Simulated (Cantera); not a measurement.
An adiabatic, constant-volume homogeneous reactor starts with 9.41 % CH₄, 18.8 % O₂, 70.7 % N₂, 1.03 % C₂H₆, at 1550 K and 500000 Pa.

Model: GRI-Mech 3.0 (53 species, 325 reactions), integrated in Cantera. Above 3000 K some thermodynamic fits are extrapolated.

Q: Predict: time of steepest temperature rise; temperature at 0.200 s; equilibrium temperature; x(O₂) at 0.200 s; x(NO) at 0.200 s; x(CO₂) at 0.200 s.

A: 
| Item | Value |
|---|---|
| time of steepest temperature rise | 56.0 µs |
| temperature at 0.200 s | 3103 K |
| equilibrium temperature | 3103 K |
| x(O₂) at 0.200 s | 0.00770 (gas-phase equilibrium 0.00770) |
| x(NO) at 0.200 s | 0.00942 (gas-phase equilibrium 0.00942) |
| x(CO₂) at 0.200 s | 0.0400 (gas-phase equilibrium 0.0400) |
